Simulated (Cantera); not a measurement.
Input: 1 mol BCl3, 0.08 mol H2O, 1.2 mol N2, 9.7 mol O2, equilibrated at 10.0 Pa.

These are equilibrium values from Cantera (NASA tables, ideal gas, pure condensed phases), not measurements of a reactor. Candidate condensed phases: B, BN, B2O3, B3O3H3, H2O, NH4Cl; 49 gas species. The tables' values for BOCl are old estimates; treat these amounts as uncertain. Rates play no part.

x: gas mole fraction; n: condensed amount in mol.

| T (K) | x O2 | x O | x Cl | x Cl2 | x N2 | x BO2 | x B2O3 | x BO | x HCl | n B2O3(l) |
|---|---|---|---|---|---|---|---|---|---|---|
| 823 | 0.764 | 2.01e-11 | 0.000545 | 0.120 | 0.102 | 2.98e-12 | 1.04e-12 | <1e-12 | 0.0135 | 0.500 |
| 973 | 0.760 | 5.90e-9 | 0.00873 | 0.116 | 0.102 | 5.75e-9 | 8.86e-9 | <1e-12 | 0.0135 | 0.500 |
| 1123 | 0.741 | 3.79e-7 | 0.0592 | 0.0875 | 0.0989 | 1.41e-6 | 6.19e-6 | <1e-12 | 0.0131 | 0.500 |
| 1273 | 0.700 | (withheld) | (withheld) | (withheld) | 0.0934 | (withheld) | (withheld) | (withheld) | (withheld) | 0.484 |
| 1423 | 0.657 | 0.000109 | 0.202 | 0.00356 | 0.0876 | 0.00214 | 0.0333 | 6.05e-8 | 0.00885 | 0 |
| 1573 | 0.652 | 0.000843 | 0.209 | 0.000499 | 0.0870 | 0.00613 | 0.0307 | 1.63e-6 | 0.00759 | 0 |
| 1723 | 0.644 | (withheld) | 0.210 | (withheld) | 0.0861 | (withheld) | (withheld) | (withheld) | (withheld) | 0 |
| 1873 | 0.627 | 0.0187 | 0.209 | 2.26e-5 | 0.0846 | 0.0257 | 0.0198 | 0.000205 | 0.00536 | 0 |
| 2023 | 0.585 | 0.0609 | 0.205 | 6.48e-6 | 0.0817 | 0.0384 | 0.0125 | 0.00117 | 0.00424 | 0 |
| 2173 | 0.497 | 0.160 | 0.194 | 2.05e-6 | 0.0761 | 0.0455 | 0.00626 | 0.00461 | 0.00267 | 0 |
| 2323 | 0.350 | 0.336 | 0.175 | 6.70e-7 | 0.0675 | 0.0404 | 0.00223 | 0.0129 | 0.00106 | 0 |
| 2473 | 0.183 | 0.542 | 0.152 | 2.26e-7 | 0.0583 | 0.0243 | 0.000479 | 0.0254 | 0.000285 | 0 |

Complete the blanks.


- 1273, x O: 9.00e-6
- 1273, x Cl: 0.164
- 1273, x Cl2: 0.0286
- 1273, x BO2: 9.10e-5
- 1273, x B2O3: 0.000868
- 1273, x BO: 1.56e-10
- 1273, x HCl: 0.0121
- 1723, x O: 0.00456
- 1723, x Cl2: 9.41e-5
- 1723, x BO2: 0.0140
- 1723, x B2O3: 0.0263
- 1723, x BO: 2.35e-5
- 1723, x HCl: 0.00641
